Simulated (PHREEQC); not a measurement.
Dissolve 0.036 mol/kgw CuCl2 and 0.0008 mol/kgw H3BO3 at 30 °C. Closed to the air; pH follows from the charge balance.

Computed with PHREEQC (ion-association model, wateq4f.dat).

**Question.** The ionic strength comes out as 0.102 mol/kgw. What activity coefficients do CuOH+, H+, Cu2(OH)2+2, Cu+2, CuCl+ get?

**Answer.** CuOH+ 0.77, H+ 0.82, Cu2(OH)2+2 0.37, Cu+2 0.40, CuCl+ 0.77.

Precipitation was switched off in this run. Examples of supersaturated solids here: Atacamite. Others may be too. Complexes and solids missing from the database can't appear.
